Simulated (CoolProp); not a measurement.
Vapour-liquid equilibrium of ethane (1) + hydrogen chloride (2) at -66.15 °C; x and y are mole fractions of (1).

Values from CoolProp's multi-fluid Helmholtz-energy mixture model, Bücker 2006 and Thol 2018; pair parameters Bell 2016.

Q: Give the bubble pressure and the first vapour's composition at x = 0.05, 0.45, 0.95. Is there an azeotrope?

A: x = 0.05: 0.3111 MPa, y = 0.178; x = 0.45: 0.4006 MPa, y = 0.492; x = 0.95: 0.3239 MPa, y = 0.874. y crosses x between x = 0.45 and 0.55: the model has an azeotrope there.

Pair parameters are fitted to limited data, so mixtures are less certain than the pure fluids.
